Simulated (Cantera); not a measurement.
An isothermal, constant-pressure homogeneous reactor starts with 88.5 % N2O, 11.5 % H2O, at 1000 K and 1.01 bar.

Model: GRI-Mech 3.0 (53 species, 325 reactions), integrated in Cantera. GRI-Mech 3.0 was tuned for natural gas; its chemistry of N2O as a main component is partial and can be far from experiment. The mechanism lacks the step 2 NO + O2 → 2 NO2, which can matter for NO2 below about 1400 K. The temperature is held fixed by assumption; the heat of reaction is taken as removed at once.

**Question.** Predict: x(N2O) at 10.0 s; x(H2O) at 10.0 s; x(H2O2) at 10.0 s; x(O) at 10.0 s; x(HO2) at 10.0 s.

**Answer.** 
| Quantity | Value |
|---|---|
| x(N2O) at 10.0 s | 0.778 (gas-phase equilibrium 2.45e-9) |
| x(H2O) at 10.0 s | 0.111 (gas-phase equilibrium 0.0798) |
| x(H2O2) at 10.0 s | 3.54e-8 (gas-phase equilibrium 1.25e-10) |
| x(O) at 10.0 s | 3.87e-8 (gas-phase equilibrium 8.71e-11) |
| x(HO2) at 10.0 s | 1.16e-7 (gas-phase equilibrium 1.11e-9) |
